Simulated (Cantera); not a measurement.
**Adiabatic ignition**

An adiabatic, constant-pressure homogeneous reactor starts with 2.98 % CH₄, 2.41 % CO, 19.9 % O₂, 74.7 % N₂, at 1373 K and 101000 Pa.

Computed with Cantera and GRI-Mech 3.0 (53 species, 325 reactions).

| t (s) | T (K) | x CH₄ | x CO | x O₂ | x H₂O | x CH₂O | x C₂H₂ | x HO₂ |
|---|---|---|---|---|---|---|---|---|
| 7.00e-6 | 1373 | 0.0298 | 0.0241 | 0.199 | 1.44e-8 | 6.79e-10 | <1e-12 | 3.25e-8 |
| 1.84e-5 | 1373 | 0.0298 | 0.0241 | 0.199 | 6.06e-8 | 5.79e-9 | <1e-12 | 8.25e-8 |
| 4.84e-5 | 1373 | 0.0298 | 0.0241 | 0.199 | 2.37e-7 | 4.67e-8 | <1e-12 | 1.99e-7 |
| 0.000127 | 1373 | 0.0298 | 0.0241 | 0.199 | 1.12e-6 | 3.92e-7 | <1e-12 | 4.22e-7 |
| 0.000334 | 1373 | 0.0298 | 0.0241 | 0.199 | 7.34e-6 | 3.88e-6 | 1.07e-12 | 7.59e-7 |
| 0.000878 | 1373 | 0.0296 | 0.0241 | 0.199 | 8.39e-5 | 5.17e-5 | 2.94e-10 | 2.01e-6 |
| 0.00231 | 1395 | 0.0261 | 0.0247 | 0.196 | 0.00328 | 0.000961 | 8.37e-7 | 5.45e-5 |
| 0.00607 | 2169 | <1e-12 | 0.000732 | 0.128 | 0.0585 | <1e-12 | <1e-12 | 2.81e-6 |
| 0.0159 | 2169 | <1e-12 | 0.000727 | 0.128 | 0.0585 | <1e-12 | <1e-12 | 2.81e-6 |
| 0.0419 | 2168 | <1e-12 | 0.000722 | 0.128 | 0.0585 | <1e-12 | <1e-12 | 2.79e-6 |
| 0.110 | 2165 | <1e-12 | 0.000711 | 0.127 | 0.0585 | <1e-12 | <1e-12 | 2.76e-6 |
| 0.290 | 2160 | <1e-12 | 0.000690 | 0.126 | 0.0586 | <1e-12 | <1e-12 | 2.69e-6 |
| 0.761 | 2154 | <1e-12 | 0.000664 | 0.124 | 0.0586 | <1e-12 | <1e-12 | 2.62e-6 |
| 2.00 | 2152 | <1e-12 | 0.000655 | 0.124 | 0.0586 | <1e-12 | <1e-12 | 2.59e-6 |
x: mole fraction; the columns are a selection and need not sum to one.

The time of steepest temperature rise is 2.54 ms. The temperature at 2.00 s is 2152 K, the equilibrium temperature is 2152 K and the x(CH₄) at 2.00 s comes out as <1e-12 (gas-phase equilibrium <1e-12). The x(CO) at 2.00 s is 0.000655 (gas-phase equilibrium 0.000655) and the x(O₂) at 2.00 s comes out as 0.124 (gas-phase equilibrium 0.124).
